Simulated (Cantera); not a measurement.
A perfectly stirred reactor is fed with CH4 : O2 : N2 = 1 : 4.35 : 15.7 (molar parts), equivalence ratio 0.46, at 2780 Torr; it is adiabatic with a 650 K inlet, and is followed from long to short residence time, starting on the burning branch (τ in s: 0.16, 0.081, 0.04, 0.02, 0.0098, 0.0048, 0.0024, 0.0012, 0.00058, 0.00029, 0.00014, 7.1e-05, 3.5e-05).

Model: GRI-Mech 3.0 (53 species, 325 reactions), integrated in Cantera.

x: mole fraction; the columns are a selection and need not sum to one.

| τ (s) | T (K) | x CH4 | x O2 | x HCN | x CH3 | x H2O | x HO2 | x OH |
|---|---|---|---|---|---|---|---|---|
| 0.16 | 1715 | 5.94e-6 | 0.112 | 1.88e-9 | 1.09e-6 | 0.0948 | 1.12e-6 | 0.000350 |
| 0.081 | 1714 | 9.76e-6 | 0.112 | 2.23e-9 | 1.81e-6 | 0.0947 | 1.51e-6 | 0.000409 |
| 0.040 | 1713 | 1.60e-5 | 0.112 | 2.77e-9 | 2.98e-6 | 0.0947 | 2.20e-6 | 0.000490 |
| 0.020 | 1711 | ___ | 0.112 | ___ | ___ | 0.0946 | ___ | ___ |
| 0.0098 | 1708 | 4.13e-5 | 0.112 | 4.49e-9 | 7.49e-6 | 0.0944 | 5.20e-6 | 0.000718 |
| 0.0048 | 1703 | 6.67e-5 | 0.112 | 5.65e-9 | 1.17e-5 | 0.0942 | 8.25e-6 | 0.000871 |
| 0.0024 | 1696 | ___ | 0.112 | ___ | ___ | 0.0939 | ___ | ___ |
| 0.0012 | 1683 | 0.000176 | 0.113 | 8.79e-9 | 2.71e-5 | 0.0935 | 2.07e-5 | 0.00121 |
| 0.00058 | 1662 | 0.000312 | 0.114 | 1.18e-8 | 4.35e-5 | 0.0928 | 3.42e-5 | 0.00136 |
| 0.00029 | 1623 | 0.000621 | 0.116 | 1.65e-8 | 7.49e-5 | 0.0916 | 5.91e-5 | 0.00133 |
| 0.00014 | 650 | 0.0475 | 0.207 | <1e-12 | <1e-12 | <1e-12 | <1e-12 | <1e-12 |
| 7.1e-5 | 650 | 0.0475 | 0.207 | <1e-12 | <1e-12 | <1e-12 | <1e-12 | <1e-12 |
| 3.5e-5 | 650 | 0.0475 | 0.207 | <1e-12 | <1e-12 | <1e-12 | <1e-12 | <1e-12 |

### Question
Some entries are withheld; supply them.

### Answer

- 0.020, x CH4: 2.55e-5
- 0.020, x HCN: 3.51e-9
- 0.020, x CH3: 4.74e-6
- 0.020, x HO2: 3.32e-6
- 0.020, x OH: 0.000591
- 0.0024, x CH4: 0.000107
- 0.0024, x HCN: 6.98e-9
- 0.0024, x CH3: 1.78e-5
- 0.0024, x HO2: 1.30e-5
- 0.0024, x OH: 0.00104
